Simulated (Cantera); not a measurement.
Mixture: CH4 : O2 : N2 = 1 : 2.2 : 6.37 (molar parts), at 510 Torr, adiabatic and at constant volume. Ignition delay is the time to a rise of 400 K.

Detailed kinetics in Cantera: GRI-Mech 3.0 (53 species, 325 reactions).

Q: What does this change do: 0.2 parts H2O added?

A: 
```tsv
quantity	before	after
delay at 1175 K	66.4 ms	70.1 ms
delay at 1250 K	22.4 ms	23.8 ms
delay at 1325 K	8.31 ms	8.82 ms
delay at 1400 K	3.38 ms	3.57 ms
delay at 1475 K	1.52 ms	1.59 ms
delay at 1550 K	0.752 ms	0.778 ms
apparent activation energy between 1400 and 1550 K	180 kJ/mol	180 kJ/mol
```

Q: What does this change do: CH4 1 to 2.7 parts?

A: 
| quantity | before | after |
|---|---|---|
| delay at 1175 K | 66.4 ms | 0.116 s |
| delay at 1250 K | 22.4 ms | 39.0 ms |
| delay at 1325 K | 8.31 ms | 14.2 ms |
| delay at 1400 K | 3.38 ms | 5.56 ms |
| delay at 1475 K | 1.52 ms | 2.34 ms |
| delay at 1550 K | 0.752 ms | 1.07 ms |
| apparent activation energy between 1400 and 1550 K | 180 kJ/mol | 200 kJ/mol |

Q: What does this change do: 0.031 parts H2 added?

A: 
```
quantity                                                before       after
--------------------------------------------------  ----------  ----------
delay at 1175 K                                        66.4 ms     45.1 ms
delay at 1250 K                                        22.4 ms     16.4 ms
delay at 1325 K                                        8.31 ms     6.43 ms
delay at 1400 K                                        3.38 ms     2.74 ms
delay at 1475 K                                        1.52 ms     1.28 ms
delay at 1550 K                                       0.752 ms    0.659 ms
apparent activation energy between 1400 and 1550 K  180 kJ/mol  170 kJ/mol
```
